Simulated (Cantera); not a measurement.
# Equilibrium for thermal oxidation and active oxidation of silicon: Si + N2O + H2

Feed: 1 mol Si, 1.9 mol N2O, 4.1 mol H2, at 1650 K and 9.00 Torr.

Equilibrium computed with Cantera from the NASA thermochemical tables; the gas is ideal and each condensed phase is pure. Candidate condensed phases: H2O, Si, SiO2, Si2N2O, Si3N4; 35 gas species. The tables hold silica as quartz up to 1696 K and as liquid above; real silica turns to tridymite and cristobalite and melts near 1996 K. Rates play no part.

```
Property                             Result
--------------------------------  ---------
x(H2)                                 0.671
x(N2)                                 0.311
x(SiO)                               0.0167
x(H)                               0.000679
x(H2O)                             0.000293
n(SiO2(β-quartz))                 0.898 mol
gas amount                        6.104 mol
log10 activity of Si(s) (absent)      -2.98
```
